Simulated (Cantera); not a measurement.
A perfectly stirred reactor is fed with N₂O : H₂O = 1 : 0.15 (molar parts), at 13000 Pa; it is held at 1398 K, and followed from long to short residence time.

Detailed kinetics in Cantera: GRI-Mech 3.0 (53 species, 325 reactions). GRI-Mech 3.0 was tuned for natural gas; its chemistry of N2O as a main component is partial and can be far from experiment. The mechanism lacks the step 2 NO + O2 → 2 NO2, which can matter for NO2 below about 1400 K. The temperature is held fixed by assumption; the heat of reaction is taken as removed at once.

x: mole fraction; the columns are a selection and need not sum to one.

```json
[
 {"τ (s)": "0.53", "x N₂O": "0.270", "x H₂O": "0.103", "x NO": "0.0574", "x OH": "0.000234", "x O": "2.59e-5", "x H₂O₂": "___", "x H": "2.60e-7"},
 {"τ (s)": "0.21", "x N₂O": "0.453", "x H₂O": "0.111", "x NO": "0.0411", "x OH": "0.000247", "x O": "2.81e-5", "x H₂O₂": "___", "x H": "2.29e-7"},
 {"τ (s)": "0.085", "x N₂O": "0.628", "x H₂O": "0.119", "x NO": "0.0242", "x OH": "0.000252", "x O": "2.99e-5", "x H₂O₂": "___", "x H": "2.10e-7"},
 {"τ (s)": "0.034", "x N₂O": "0.751", "x H₂O": "0.125", "x NO": "0.0119", "x OH": "0.000246", "x O": "3.13e-5", "x H₂O₂": "___", "x H": "2.06e-7"},
 {"τ (s)": "0.014", "x N₂O": "0.816", "x H₂O": "0.128", "x NO": "0.00537", "x OH": "0.000233", "x O": "3.23e-5", "x H₂O₂": "___", "x H": "2.08e-7"},
 {"τ (s)": "0.0055", "x N₂O": "0.848", "x H₂O": "0.129", "x NO": "0.00222", "x OH": "0.000215", "x O": "3.28e-5", "x H₂O₂": "___", "x H": "2.07e-7"},
 {"τ (s)": "0.0022", "x N₂O": "0.861", "x H₂O": "0.130", "x NO": "0.000914", "x OH": "0.000193", "x O": "3.27e-5", "x H₂O₂": "2.15e-7", "x H": "1.91e-7"},
 {"τ (s)": "0.00088", "x N₂O": "0.866", "x H₂O": "0.130", "x NO": "0.000370", "x OH": "0.000159", "x O": "3.19e-5", "x H₂O₂": "2.10e-7", "x H": "1.56e-7"},
 {"τ (s)": "0.00035", "x N₂O": "0.868", "x H₂O": "0.130", "x NO": "0.000143", "x OH": "0.000110", "x O": "3.04e-5", "x H₂O₂": "___", "x H": "1.02e-7"},
 {"τ (s)": "0.00014", "x N₂O": "0.869", "x H₂O": "0.130", "x NO": "5.29e-5", "x OH": "5.58e-5", "x O": "2.79e-5", "x H₂O₂": "___", "x H": "4.57e-8"}
]
```

Question: Complete the blanks.

Answer: 
- 0.53, x H₂O₂: 2.48e-8
- 0.21, x H₂O₂: 3.35e-8
- 0.085, x H₂O₂: 5.04e-8
- 0.034, x H₂O₂: 8.22e-8
- 0.014, x H₂O₂: 1.28e-7
- 0.0055, x H₂O₂: 1.81e-7
- 0.00035, x H₂O₂: 1.33e-7
- 0.00014, x H₂O₂: 3.56e-8
